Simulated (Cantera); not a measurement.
Cantera run, input and output.

```python
import numpy as np
import cantera as ct

surf = ct.Interface("ptcombust.yaml", "Pt_surf")
gas = surf.adjacent["gas"]
gas.TPX = 1225, 101325, {'CH4': 0.0021, 'O2': 0.045, 'N2': 0.79}
surf.TP = 1225, 101325
reactor = ct.FlowReactor(gas, clone=False)
reactor.area = 0.0001  # m2
reactor.surface_area_to_volume_ratio = 4400  # 1/m
reactor.mass_flow_rate = 2.2 * reactor.area * gas.density  # inlet velocity 2.2 m/s
reactor.energy_enabled = False
wall = ct.ReactorSurface(surf, reactor, clone=False)
net = ct.ReactorNet([reactor])
net.rtol, net.atol = 1e-8, 1e-16
show, cover = ['CH4', 'O2', 'H2O', 'CO2', 'CO'], ['PT(S)', 'H(S)', 'O(S)', 'OH(S)', 'CO(S)', 'C(S)']

rows = []
print(f"{'z/m':>9s}{'u/(m/s)':>9s}" + "".join(f"{s:>13s}" for s in show + cover))
for z in [0.00026, 0.0005, 0.00096, 0.0018, 0.0036, 0.0069, 0.013, 0.026]:
    net.advance(z)
    rows.append([reactor.speed, *gas[show].X, *surf[cover].coverages])
    print(f"{z:9.4g}{rows[-1][0]:9.3g}" + "".join(f"{x:13.4e}" for x in rows[-1][1:]))
```

It prints:

```
      z/m  u/(m/s)          CH4           O2          H2O          CO2           CO        PT(S)         H(S)         O(S)        OH(S)        CO(S)         C(S)
  0.00026      2.2   1.8086e-03   5.2362e-02   1.3969e-03   6.9510e-04   2.9949e-06   4.9335e-01   1.3157e-06   5.0619e-01   4.5480e-04   2.4798e-06   3.9292e-08
   0.0005      2.2   1.3346e-03   5.1417e-02   2.3419e-03   1.1678e-03   2.2161e-06   4.9421e-01   1.6816e-06   5.0520e-01   5.7935e-04   1.8409e-06   2.9166e-08
  0.00096      2.2   7.4271e-04   5.0238e-02   3.5210e-03   1.7575e-03   1.2386e-06   4.9532e-01   2.0540e-06   5.0397e-01   7.0448e-04   1.0326e-06   1.6355e-08
   0.0018      2.2   2.5314e-04   4.9262e-02   4.4964e-03   2.2452e-03   4.2522e-07   4.9627e-01   2.3214e-06   5.0294e-01   7.9318e-04   3.5455e-07   5.6104e-09
   0.0036      2.2   2.5060e-05   4.8805e-02   4.9527e-03   2.4732e-03   4.4278e-08   4.9672e-01   2.4378e-06   5.0245e-01   8.3142e-04   3.5584e-08   5.5710e-10
   0.0069      2.2   3.8452e-07   4.8753e-02   5.0043e-03   2.4993e-03   2.4838e-09   4.9677e-01   2.4507e-06   5.0239e-01   8.3564e-04   8.6611e-10   8.5513e-12
    0.013      2.2   2.3669e-09   4.8749e-02   5.0073e-03   2.5013e-03   1.2316e-09   4.9677e-01   2.4514e-06   5.0239e-01   8.3588e-04   2.2099e-10   5.2640e-14
    0.026      2.2   1.0943e-10   4.8747e-02   5.0098e-03   2.5030e-03   5.5285e-10   4.9678e-01   2.4521e-06   5.0238e-01   8.3610e-04   9.8148e-11   2.4338e-15
```

Computed with Cantera and Deutschmann's 1995 Pt surface mechanism with GRI-Mech 3.0 gas chemistry. Catalytic surfaces can have several steady states; this one follows from the mechanism file's or the stated starting coverage. Mass transfer to the wall is taken as infinitely fast.
